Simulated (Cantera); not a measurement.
Charge: 1 mol CH3Cl, 0.99 mol CH4, at 1.70 Pa.

Method: chemical equilibrium by Gibbs-energy minimisation in Cantera with the NASA 1993 tables (ideal gas, pure condensed phases). Candidate condensed phases: C, C6H6, C7H8, C8H18; 91 gas species. Equilibrium is a limit: real reactors are often held back by kinetics, nucleation or transport.

Question: At 3152 °C, list the 4 most abundant gas species with their mole fractions, and the condensed phases.

Answer: H 0.700, C 0.199, Cl 0.101, C2 0.000397. Condensed: gas only.
